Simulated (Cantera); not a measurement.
A perfectly stirred reactor is fed with 13.0 % H2, 87.0 % O2, equivalence ratio 0.075, at 0.0263 atm; it is held at 1200 K, and followed from long to short residence time.

Detailed kinetics in Cantera: the H2/O2 subset of GRI-Mech 3.0, which has no nitrogen chemistry. Radical loss at walls, strong at low pressure, is not modelled. The temperature is held fixed by assumption; the heat of reaction is taken as removed at once.

Predict: x(H2) at τ = 3.50 s; x(O2) at τ = 3.50 s; x(O) at τ = 3.50 s; x(OH) at τ = 3.50 s; x(H2O2) at τ = 3.50 s; x(H2) at τ = 23.0 ms; x(O2) at τ = 23.0 ms; x(O) at τ = 23.0 ms; x(OH) at τ = 23.0 ms; x(H2O2) at τ = 23.0 ms.


| Property | Result |
|---|---|
| x(H2) at τ = 3.50 s | 0.000119 |
| x(O2) at τ = 3.50 s | 0.860 |
| x(O) at τ = 3.50 s | 0.000553 |
| x(OH) at τ = 3.50 s | 0.000768 |
| x(H2O2) at τ = 3.50 s | 1.84e-7 |
| x(H2) at τ = 23.0 ms | 0.00255 |
| x(O2) at τ = 23.0 ms | 0.845 |
| x(O) at τ = 23.0 ms | 0.0135 |
| x(OH) at τ = 23.0 ms | 0.00409 |
| x(H2O2) at τ = 23.0 ms | 5.31e-7 |
